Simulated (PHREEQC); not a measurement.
1 kg of water holding 0.47 mol/kgw KCl, 0.48 mol/kgw CaCl2 and 0.13 mol/kgw MgCl2 is evaporated at 40 °C; the solids stay in contact with the brine. The system is closed to CO2. The run lets Bischofite, Brucite, Carnallite, Portlandite, Sylvite, MgCl2_4H2O precipitate or redissolve, and no other solid.

Model: Pitzer model, pitzer.dat, run in PHREEQC.

```tsv
water left (kg)	ionic strength	water activity	Sylvite (mol)	Ca in solution (mol/kgw)	Mg in solution (mol/kgw)	Cl in solution (mol/kgw)
1	2.30	0.953	0	0.480	0.130	1.69
0.8219	2.80	0.942	0	0.584	0.158	2.06
0.6755	3.40	0.927	0	0.711	0.192	2.50
0.5552	4.14	0.907	0	0.865	0.234	3.04
0.4563	5.04	0.881	0	1.05	0.285	3.70
0.375	6.13	0.848	0	1.28	0.347	4.51
0.3082	7.46	0.805	0	1.56	0.422	5.48
0.2533	9.08	0.750	0	1.89	0.513	6.67
0.2082	11.0	0.683	0.00738	2.31	0.624	8.08
0.1711	12.5	0.627	0.167	2.80	0.760	8.90
0.1407	14.4	0.549	0.279	3.41	0.924	10.0
0.1156	16.9	0.449	0.351	4.15	1.12	11.6
```

Sylvite from water left = 0.2082 kg.

Constants without temperature data keep their 25 °C values here.
